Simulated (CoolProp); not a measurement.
Computed with CoolProp (reference Helmholtz-energy equation of state, Bücker 2006).

Give the vapour pressure (MPa), liquid density (kg/m³), vapour density (kg/m³), liquid viscosity (µPa s) of saturated n-butane at 263.1, 322, 351.4 K.


```
T (K)  p (MPa)  liquid density (kg/m³)  vapour density (kg/m³)  liquid viscosity (µPa s)
-----  -------  ----------------------  ----------------------  ------------------------
263.1   0.0694                     611                    1.90                       225
322      0.481                     544                    11.9                       127
351.4    0.974                     503                    24.2                      96.3
```

Viscosity comes from a separate model (Vogel 1999).
